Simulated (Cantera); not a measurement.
Predominance diagram of Ti at 700 K against the partial pressures of O2 and CO (log10, bar). Source: NASA polynomial tables (part measured, part estimated), evaluated in Cantera. Candidates: Ti(α), TiC(s), TiO(s), TiO2(rutile), Ti2O3(s), Ti3O5(s), Ti4O7(s). Only these pure phases compete in this equilibrium. TiC, TiO: taken at fixed stoichiometry. Not in the tables: Magnéli phases beyond Ti4O7, TiC-TiO solid solutions.

```
log p(CO) \ log p(O2)
        columns: -51, -47.1, -43.2, -39.2, -35.3, -31.4, -27.5, -23.5, -19.6, -15.7, -11.8, -7.8, -3.9, 0
      0  A A A A A A A A A A A A A A
   -1.7  A A A A A A A A A A A A A A
   -3.5  A A A A A B B A A A A A A A
   -5.2  A A A A B B B B A A A A A A
   -6.9  A A A B B B B B B A A A A A
   -8.6  A A A B B B B B B B A A A A
  -10.4  A A B B B B B B B B B A A A
  -12.1  A C B B B B B B B B B B A A
  -13.8  D C B B B B B B B B B B B A
  -15.5  E C B B B B B B B B B B B A
  -17.3  E C B B B B B B B B B B B B
    -19  E C B B B B B B B B B B B B
```

A: out of reach (another gas would pass 10 bar, or a non-metal would condense); B: TiO2(rutile); C: Ti4O7(s); D: TiC(s); E: Ti2O3(s).
